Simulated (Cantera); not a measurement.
An isothermal, constant-pressure homogeneous reactor starts with 63.3 % CH4, 36.7 % CO2, at 1550 K and 1.01 bar.

Model: GRI-Mech 3.0 (53 species, 325 reactions), integrated in Cantera. GRI-Mech 3.0 stops at C3 and has no aromatics, soot or wall deposition, so with more carbon than oxygen in the feed, carbon stays in small species such as C2H2 where larger ones or solid carbon would form.

**Question.** Predict: x(CH4) at 20.0 s; x(CO2) at 20.0 s; x(CH2) at 20.0 s; x(C2H) at 20.0 s; x(CO) at 20.0 s; x(C2H2) at 20.0 s.

**Answer.** 
- x(CH4) at 20.0 s: 0.0451 (gas-phase equilibrium 0.0411)
- x(CO2) at 20.0 s: 0.00662 (gas-phase equilibrium 8.77e-7)
- x(CH2) at 20.0 s: 2.03e-9 (gas-phase equilibrium 1.39e-9)
- x(C2H) at 20.0 s: 6.80e-9 (gas-phase equilibrium 4.93e-9)
- x(CO) at 20.0 s: 0.359 (gas-phase equilibrium 0.384)
- x(C2H2) at 20.0 s: 0.0601 (gas-phase equilibrium 0.0447)
